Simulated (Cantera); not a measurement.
A Cantera script and its output.

```python
import numpy as np
import cantera as ct

gas = ct.Solution("gri30.yaml", transport_model="mixture-averaged")
show = ['CH4', 'CO2', 'O']

rows = []
print(f"{'T/K':>7s}{'rho':>11s}{'cp':>10s}{'mu':>11s}{'lambda':>11s}{'Pr':>7s}" + "".join(f"{'D_' + s:>11s}" for s in show))
for T in [400, 650, 900, 1150, 1400, 1650]:
    gas.TPX = T, 450, {'CH4': 0.65}
    Pr = gas.cp_mass * gas.viscosity / gas.thermal_conductivity
    D = [gas.mix_diff_coeffs_mole[gas.species_index(s)] for s in show]
    rows.append([gas.density, gas.cp_mass, gas.viscosity, gas.thermal_conductivity, Pr, *D])
    print(f"{T:7g}{gas.density:11.4e}{gas.cp_mass:10.1f}{gas.viscosity:11.4e}"
          f"{gas.thermal_conductivity:11.4e}{Pr:7.3f}" + "".join(f"{d:11.4e}" for d in D))
print("SI units: kg/m3, J/kg/K, Pa s, W/m/K, m2/s")
```

Result:

```
    T/K        rho        cp         mu     lambda     Pr      D_CH4      D_CO2        D_O
    400 2.1707e-03    2526.4 1.4442e-05 5.0682e-02  0.720 0.0000e+00 6.6067e-03 1.2497e-02
    650 1.3358e-03    3475.3 2.0617e-05 9.8867e-02  0.725 0.0000e+00 1.5711e-02 2.8678e-02
    900 9.6476e-04    4291.7 2.5773e-05 1.5219e-01  0.727 0.0000e+00 2.7559e-02 4.9562e-02
   1150 7.5503e-04    4962.1 3.0346e-05 2.0576e-01  0.732 0.0000e+00 4.1800e-02 7.4616e-02
   1400 6.2021e-04    5467.8 3.4533e-05 2.5788e-01  0.732 0.0000e+00 5.8212e-02 1.0349e-01
   1650 5.2624e-04    5856.9 3.8439e-05 3.0790e-01  0.731 0.0000e+00 7.6644e-02 1.3594e-01
SI units: kg/m3, J/kg/K, Pa s, W/m/K, m2/s
```

Computed with Cantera and GRI-Mech 3.0 (53 species, 325 reactions). The composition is frozen, though it would react at the higher temperatures.
